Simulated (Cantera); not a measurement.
## Premixed flame

A freely propagating, adiabatic, planar premixed flame of 3.86 % CH4, 2.78 % C2H6, 16.2 % O2, 77.2 % N2, equivalence ratio 1.1, unburnt at 448 K and 1.28 atm; mixture-averaged transport, grid criteria slope 0.08 and curve 0.16, no radiation.

Computed with Cantera and GRI-Mech 3.0 (53 species, 325 reactions). Burning velocities carry a grid error of a few per cent, more on coarse grids.

| z (mm) | T (K) | u (m/s) | x CH4 | x C2H6 | x O2 | x N2O | x CH2 | x O |
|---|---|---|---|---|---|---|---|---|
| -1.13 | 448 | 0.487 | 0.0385 | 0.0277 | 0.162 | <1e-8 | <1e-8 | <1e-8 |
| -0.755 | 451 | 0.491 | 0.0384 | 0.0277 | 0.161 | <1e-8 | <1e-8 | <1e-8 |
| -0.566 | 462 | 0.504 | 0.0380 | 0.0276 | 0.160 | <1e-8 | <1e-8 | <1e-8 |
| -0.378 | 535 | 0.587 | 0.0360 | 0.0267 | 0.154 | <1e-8 | <1e-8 | <1e-8 |
| -0.189 | 926 | 1.04 | 0.0263 | 0.0187 | 0.121 | 1.12e-8 | 2.77e-8 | 9.07e-7 |
| -0.0944 | 1313 | 1.49 | 0.0162 | 0.00792 | 0.0838 | 2.78e-8 | 2.78e-6 | 2.82e-5 |
| 0 | 1675 | 1.91 | 0.00459 | 0.000430 | 0.0424 | 5.53e-8 | 3.69e-5 | 0.000427 |
| 0.0944 | 1822 | 2.08 | 0.000335 | 7.95e-7 | 0.0196 | 8.41e-8 | 1.05e-5 | 0.00152 |
| 0.189 | 1867 | 2.12 | 1.14e-5 | <1e-8 | 0.0122 | 9.50e-8 | 4.53e-7 | 0.00192 |
| 0.378 | 1917 | 2.17 | 1.96e-8 | <1e-8 | 0.00843 | 9.10e-8 | <1e-8 | 0.00168 |
| 0.755 | 1973 | 2.22 | <1e-8 | <1e-8 | 0.00614 | 8.34e-8 | <1e-8 | 0.00116 |
| 1.51 | 2028 | 2.28 | <1e-8 | <1e-8 | 0.00407 | 7.41e-8 | <1e-8 | 0.000664 |
| 3.02 | 2072 | 2.32 | <1e-8 | <1e-8 | 0.00231 | 6.02e-8 | <1e-8 | 0.000325 |
x: mole fraction of selected species; z is measured from the peak of heat release.

laminar burning velocity: 48.6 cm/s
thermal thickness: 0.378 mm
peak x(CH2): 3.81e-5
peak x(O): 0.00193
grid points: 145
